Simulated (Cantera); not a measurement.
Silicon nitride deposition: SiH2Cl2 + NH3 + N2

Charge: 1 mol SiH2Cl2, 0.91 mol NH3, 5.4 mol N2, at 30.8 Torr.

These are equilibrium values from Cantera (NASA tables, ideal gas, pure condensed phases), not measurements of a reactor. Candidate condensed phases: NH4Cl, Si, Si3N4; 28 gas species. The tables' values for SiCl3, SiCl, SiN are old estimates; treat these amounts as uncertain. Gases not in the tables: Si2H6 and higher silanes. Kinetics and transport are ignored.

From 998 K to 1798 K the condensed part is Si3N4(s). At 1898 K the condensed part is Si(l). The main Si-bearing gas is SiCl4 at 998 K and SiCl2 at 1898 K. The share of Si in condensed phases is highest at 1298 K (95.3 %) and lowest at 1898 K (34.4 %).

```json
[
 {"T (K)": "998", "x N2": "0.613", "x H2": "0.176", "x HCl": "0.203", "x SiCl2": "2.79e-7", "x SiCl4": "0.00790", "n Si3N4(s)": "0.311", "n Si(l)": "0"},
 {"T (K)": "1098", "x N2": "0.612", "x H2": "0.173", "x HCl": "0.208", "x SiCl2": "5.52e-6", "x SiCl4": "0.00638", "n Si3N4(s)": "0.315", "n Si(l)": "0"},
 {"T (K)": "1198", "x N2": "0.611", "x H2": "0.171", "x HCl": "0.212", "x SiCl2": "6.49e-5", "x SiCl4": "0.00523", "n Si3N4(s)": "0.317", "n Si(l)": "0"},
 {"T (K)": "1298", "x N2": "0.611", "x H2": "0.170", "x HCl": "0.214", "x SiCl2": "0.000507", "x SiCl4": "0.00426", "n Si3N4(s)": "0.318", "n Si(l)": "0"},
 {"T (K)": "1398", "x N2": "0.611", "x H2": "0.171", "x HCl": "0.210", "x SiCl2": "0.00277", "x SiCl4": "0.00320", "n Si3N4(s)": "0.312", "n Si(l)": "0"},
 {"T (K)": "1498", "x N2": "0.612", "x H2": "0.177", "x HCl": "0.196", "x SiCl2": "0.0104", "x SiCl4": "0.00188", "n Si3N4(s)": "0.291", "n Si(l)": "0"},
 {"T (K)": "1598", "x N2": "0.616", "x H2": "0.188", "x HCl": "0.167", "x SiCl2": "0.0258", "x SiCl4": "0.000734", "n Si3N4(s)": "0.248", "n Si(l)": "0"},
 {"T (K)": "1698", "x N2": "0.620", "x H2": "0.203", "x HCl": "0.129", "x SiCl2": "0.0449", "x SiCl4": "0.000198", "n Si3N4(s)": "0.194", "n Si(l)": "0"},
 {"T (K)": "1798", "x N2": "0.623", "x H2": "0.217", "x HCl": "0.0951", "x SiCl2": "0.0621", "x SiCl4": "4.46e-5", "n Si3N4(s)": "0.144", "n Si(l)": "0"},
 {"T (K)": "1898", "x N2": "0.634", "x H2": "0.218", "x HCl": "0.0746", "x SiCl2": "0.0694", "x SiCl4": "1.11e-5", "n Si3N4(s)": "0", "n Si(l)": "0.344"}
]
```
x: gas mole fraction; n: condensed amount in mol.
